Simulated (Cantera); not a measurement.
**Adiabatic ignition**

An adiabatic, constant-volume homogeneous reactor starts with 18.8 % CH₄, 19.8 % O₂, 61.4 % N₂, equivalence ratio 1.9, at 1198 K and 5.00 bar.

Model: GRI-Mech 3.0 (53 species, 325 reactions), integrated in Cantera.

```
t (s)     T (K)  P (bar)     x CH₄     x O₂   x CH₂CO     x HCO    x NO₂    x C₂H₂    x CH₂O
--------  -----  -------  --------  -------  --------  --------  -------  --------  --------
3.00e-6    1198     5.00     0.188    0.198    <1e-12    <1e-12   <1e-12    <1e-12  2.07e-10
1.23e-5    1198     5.00     0.188    0.198    <1e-12    <1e-12   <1e-12    <1e-12   3.67e-9
5.06e-5    1198     5.00     0.188    0.198    <1e-12    <1e-12   <1e-12    <1e-12   7.44e-8
0.000208   1198     5.00     0.188    0.198    <1e-12  1.44e-12   <1e-12    <1e-12   2.21e-6
0.000855   1198     5.00     0.188    0.198  1.26e-10  3.05e-11   <1e-12  1.08e-11   3.36e-5
0.00351    1201     5.01     0.188    0.197   1.17e-8  2.83e-10   <1e-12  9.51e-10  0.000229
0.0144     2766     13.7  8.43e-10  2.47e-5  3.33e-12   1.50e-6  8.57e-9  3.04e-12   1.23e-7
0.0593     2766     13.7  8.43e-10  2.47e-5  3.33e-12   1.50e-6  8.57e-9  3.04e-12   1.23e-7
0.243      2766     13.7  8.43e-10  2.47e-5  3.33e-12   1.50e-6  8.57e-9  3.04e-12   1.23e-7
1.00       2766     13.7  8.43e-10  2.47e-5  3.33e-12   1.50e-6  8.57e-9  3.04e-12   1.23e-7
```
x: mole fraction; the columns are a selection and need not sum to one.

- time of steepest temperature rise: 11.7 ms
- temperature at 1.00 s: 2766 K
- equilibrium temperature: 2766 K
- x(CH₄) at 1.00 s: 8.43e-10 (gas-phase equilibrium 9.47e-10)
- x(O₂) at 1.00 s: 2.47e-5 (gas-phase equilibrium 2.47e-5)
- x(CH₂CO) at 1.00 s: 3.33e-12 (gas-phase equilibrium 3.68e-12)
